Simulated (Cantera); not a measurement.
**Premixed flame**

A freely propagating, adiabatic, planar premixed flame of 53.1 % H2, 9.51 % O2, 32.2 % N2, 5.15 % H2O, equivalence ratio 2.8, unburnt at 575 K and 9.87 atm; mixture-averaged transport, grid criteria slope 0.08 and curve 0.16, no radiation.

Cantera simulation using the H2/O2 subset of GRI-Mech 3.0, which has no nitrogen chemistry; the numbers are that mechanism's predictions, not measurements. The hydrogen kinetics of GRI-Mech 3.0 are dated; newer H2 mechanisms differ, most at raised pressure. Burning velocities carry a grid error of a few per cent, more on coarse grids.

```csv
z (mm),T (K),u (m/s),x H2,x O2,x H,x HO2,x H2O,x O
-0.0812,575,5.25,0.531,0.0951,<1e-8,1.03e-8,0.0515,<1e-8
-0.0541,575,5.25,0.531,0.0951,<1e-8,1.64e-7,0.0516,<1e-8
-0.0406,577,5.26,0.530,0.0952,<1e-8,1.04e-6,0.0516,<1e-8
-0.0271,588,5.33,0.527,0.0958,<1e-8,1.88e-5,0.0523,5.74e-8
-0.0135,730,6.40,0.505,0.0959,7.01e-5,0.000898,0.0624,9.26e-6
-0.00676,1029,8.77,0.471,0.0839,0.00190,0.00112,0.0966,0.000115
0,1370,11.5,0.429,0.0582,0.00878,0.000551,0.153,0.000420
0.00676,1604,13.4,0.393,0.0312,0.0171,0.000255,0.205,0.000523
0.0135,1732,14.5,0.373,0.0143,0.0217,0.000110,0.237,0.000352
0.0271,1838,15.3,0.362,0.00284,0.0218,2.05e-5,0.259,0.000116
0.0541,1908,15.8,0.363,0.000219,0.0162,1.51e-6,0.265,3.62e-5
0.108,1957,16.2,0.367,1.07e-5,0.00994,9.87e-8,0.267,1.34e-5
0.216,1988,16.4,0.370,1.72e-6,0.00550,2.10e-8,0.268,4.25e-6
```
x: mole fraction of selected species; z is measured from the peak of heat release.

```
Item                         Result
------------------------  ---------
laminar burning velocity   525 cm/s
thermal thickness         0.0271 mm
peak x(H)                    0.0227
peak x(HO2)                 0.00131
peak x(O)                  0.000535
grid points                     117
```
